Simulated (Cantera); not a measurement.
Input: 1 mol SiC, 0.044 mol H2O, 17 mol H2, held at 1300 K and 10000 Pa.

These are equilibrium values from Cantera (NASA tables, ideal gas, pure condensed phases), not measurements of a reactor. Candidate condensed phases: C, C6H6, C7H8, C8H18, H2O, Si, SiC, SiO2; 123 gas species. Mutual solubility and eutectic melting of coexisting phases are not modelled. The tables hold silica as quartz up to 1696 K and as liquid above; real silica turns to tridymite and cristobalite and melts near 1996 K. Rates play no part.

Base state: H2 0.999, CO 0.000727, CH4 0.000202 (mole fractions); condensed: SiC(s) + SiO2(β-quartz).

**Question.** What changes in the equilibrium state with this change: H2O from 0.044 to 4.1 mol?

**Answer.** 
| species | before | after |
|---|---|---|
| H2 | 0.999 | 0.906 |
| H2O | 2.57e-6 | 0.0484 |
| CO | 0.000727 | 0.0439 |
| CO2 | 1.06e-9 | 0.00133 |
| CH4 | 0.000202 | 4.84e-7 |
| SiC(s), mol | 0.984 | 0 |
| SiO2(β-quartz), mol | 0.0157 | 1.00 |
